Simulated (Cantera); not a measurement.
**Equilibrium for silicon epitaxy and polysilicon growth: Si2Cl6 + HCl + N2**

Feed: 1 mol Si2Cl6, 0.09 mol HCl, 85 mol N2.

Cantera equilibrium calculation (NASA polynomials, part measured and part estimated; ideal gas, pure solids and liquids). Candidate condensed phases: NH4Cl, Si, Si3N4; 28 gas species. The feed counts by its element totals alone. N2 is the only nitrogen source here; it is nearly inert below about 1500 K, so the nitride shown seldom forms there in practice. The tables' values for SiCl3 are old estimates. Equilibrium is a limit: real reactors are often held back by kinetics, nucleation or transport.

Problem. Map the stable condensed phases over T = 950, 975, 1000, 1025, 1050, 1075, 1100, 1125, 1150, 1175 °C and P in Pa = 100, 350, 1300, 4500, 16000, 56000, 200000.

Solution. 
```
T in °C \ P in Pa
            100    350   1300   4500  16000  56000 200000
   1175       A      A      A      B      B      B      B
   1150       A      A      A      B      B      B      B
   1125       A      A      A      B      B      B      B
   1100       A      A      B      B      B      B      B
   1075       A      A      B      B      B      B      B
   1050       A      B      B      B      B      B      B
   1025       A      B      B      B      B      B      B
   1000       B      B      B      B      B      B      B
    975       B      B      B      B      B      B      B
    950       B      B      B      B      B      B      B
```
A: gas only; B: Si3N4.
